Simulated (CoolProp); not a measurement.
Vapour-liquid equilibrium of propane (1) + n-perfluorobutane (2) at 0.133 MPa; x and y are mole fractions of (1).

Values from CoolProp's multi-fluid Helmholtz-energy mixture model, Lemmon 2009 and Gao 2022; pair parameters Bell 2016.

```json
[
 {"x": "0.05", "bubble temperature, mixture model (K)": "264.8", "bubble temperature, Raoult's law (K)": "274.2", "y, mixture model": "0.426", "y, Raoult's law": "0.184"},
 {"x": "0.15", "bubble temperature, mixture model (K)": "249.2", "bubble temperature, Raoult's law (K)": "267.3", "y, mixture model": "0.738", "y, Raoult's law": "0.446"},
 {"x": "0.25", "bubble temperature, mixture model (K)": "242.6", "bubble temperature, Raoult's law (K)": "261.6", "y, mixture model": "0.823", "y, Raoult's law": "0.617"},
 {"x": "0.35", "bubble temperature, mixture model (K)": "240.0", "bubble temperature, Raoult's law (K)": "256.8", "y, mixture model": "0.852", "y, Raoult's law": "0.732"},
 {"x": "0.45", "bubble temperature, mixture model (K)": "239.1", "bubble temperature, Raoult's law (K)": "252.7", "y, mixture model": "0.863", "y, Raoult's law": "0.813"},
 {"x": "0.55", "bubble temperature, mixture model (K)": "238.8", "bubble temperature, Raoult's law (K)": "249.1", "y, mixture model": "0.867", "y, Raoult's law": "0.872"},
 {"x": "0.65", "bubble temperature, mixture model (K)": "238.6", "bubble temperature, Raoult's law (K)": "246.0", "y, mixture model": "0.871", "y, Raoult's law": "0.915"},
 {"x": "0.75", "bubble temperature, mixture model (K)": "238.2", "bubble temperature, Raoult's law (K)": "243.2", "y, mixture model": "0.881", "y, Raoult's law": "0.947"},
 {"x": "0.85", "bubble temperature, mixture model (K)": "237.7", "bubble temperature, Raoult's law (K)": "240.7", "y, mixture model": "0.903", "y, Raoult's law": "0.972"},
 {"x": "0.95", "bubble temperature, mixture model (K)": "237.4", "bubble temperature, Raoult's law (K)": "238.4", "y, mixture model": "0.954", "y, Raoult's law": "0.992"}
]
```

The largest gap from Raoult's law is -19.0 K in bubble temperature, at x = 0.25. No azeotrope shows between x = 0.05 and 0.95.

Pair parameters are fitted to limited data, so mixtures are less certain than the pure fluids. With so large a gap from Raoult's law the liquid may split in two, which this calculation doesn't test in full.
